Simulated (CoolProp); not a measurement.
Properties of octamethylcyclotetrasiloxane (D4) along the isobar 2010 kPa (Tc = 586.5 K, pc = 1347 kPa, ω = 0.598).

The numbers come from the reference Helmholtz-energy equation of state, Thol 2015 in CoolProp.

```json
[
 {"T (K)": "501.7", "phase": "liquid", "Z": "0.2041", "cp (kJ/(kg K))": "2.116", "cv (kJ/(kg K))": "1.835", "expansivity (1/kK)": "2.218"},
 {"T (K)": "511.6", "phase": "liquid", "Z": "0.2047", "cp (kJ/(kg K))": "2.143", "cv (kJ/(kg K))": "1.857", "expansivity (1/kK)": "2.378"},
 {"T (K)": "521.4", "phase": "liquid", "Z": "0.2058", "cp (kJ/(kg K))": "2.171", "cv (kJ/(kg K))": "1.878", "expansivity (1/kK)": "2.570"},
 {"T (K)": "531.3", "phase": "liquid", "Z": "0.2074", "cp (kJ/(kg K))": "2.202", "cv (kJ/(kg K))": "1.900", "expansivity (1/kK)": "…"},
 {"T (K)": "541.1", "phase": "liquid", "Z": "0.2097", "cp (kJ/(kg K))": "2.236", "cv (kJ/(kg K))": "1.921", "expansivity (1/kK)": "3.117"},
 {"T (K)": "551", "phase": "liquid", "Z": "0.2128", "cp (kJ/(kg K))": "2.274", "cv (kJ/(kg K))": "1.942", "expansivity (1/kK)": "3.524"},
 {"T (K)": "560.9", "phase": "liquid", "Z": "0.2170", "cp (kJ/(kg K))": "2.320", "cv (kJ/(kg K))": "1.963", "expansivity (1/kK)": "…"},
 {"T (K)": "570.7", "phase": "liquid", "Z": "0.2228", "cp (kJ/(kg K))": "2.377", "cv (kJ/(kg K))": "1.984", "expansivity (1/kK)": "4.908"},
 {"T (K)": "580.6", "phase": "liquid", "Z": "0.2313", "cp (kJ/(kg K))": "2.457", "cv (kJ/(kg K))": "2.006", "expansivity (1/kK)": "6.241"},
 {"T (K)": "590.4", "phase": "supercritical", "Z": "0.2444", "cp (kJ/(kg K))": "2.583", "cv (kJ/(kg K))": "2.028", "expansivity (1/kK)": "8.663"},
 {"T (K)": "600.3", "phase": "supercritical", "Z": "0.2679", "cp (kJ/(kg K))": "2.821", "cv (kJ/(kg K))": "2.052", "expansivity (1/kK)": "13.99"},
 {"T (K)": "610.1", "phase": "supercritical", "Z": "0.3165", "cp (kJ/(kg K))": "3.165", "cv (kJ/(kg K))": "2.077", "expansivity (1/kK)": "…"},
 {"T (K)": "620", "phase": "supercritical", "Z": "0.3973", "cp (kJ/(kg K))": "3.072", "cv (kJ/(kg K))": "2.092", "expansivity (1/kK)": "23.37"}
]
```

**Question.** Fill in the missing entries.

**Answer.** 
- 531.3, expansivity (1/kK): 2.812
- 560.9, expansivity (1/kK): 4.087
- 610.1, expansivity (1/kK): 23.42
